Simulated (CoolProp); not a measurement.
A Linde-Hampson liquefier for oxygen: isothermal reversible compression at 300 K from 1 atm to 5 MPa, throttling to 1 atm, return gas leaving the recuperator 2 K below the feed. Each further row changes one setting.

The numbers come from the reference Helmholtz-energy equation of state, Schmidt 1985 in CoolProp.

```json
[
 {"case": "as stated", "liquid yield per pass": "___", "compression work (kJ/kg of gas)": "302"},
 {"case": "high pressure 10 MPa", "liquid yield per pass": "___", "compression work (kJ/kg of gas)": "___"},
 {"case": "warm-end temperature 330 K", "liquid yield per pass": "___", "compression work (kJ/kg of gas)": "___"},
 {"case": "warm-end gap 7 K", "liquid yield per pass": "___", "compression work (kJ/kg of gas)": "302"}
]
```

### Question
Fill in the missing entries.

### Answer

- as stated, liquid yield per pass: 0.025
- high pressure 10 MPa, liquid yield per pass: 0.053
- high pressure 10 MPa, compression work (kJ/kg of gas): 354
- warm-end temperature 330 K, liquid yield per pass: 0.018
- warm-end temperature 330 K, compression work (kJ/kg of gas): 333
- warm-end gap 7 K, liquid yield per pass: 0.013

Above 300 K oxygen's equation is extrapolated.
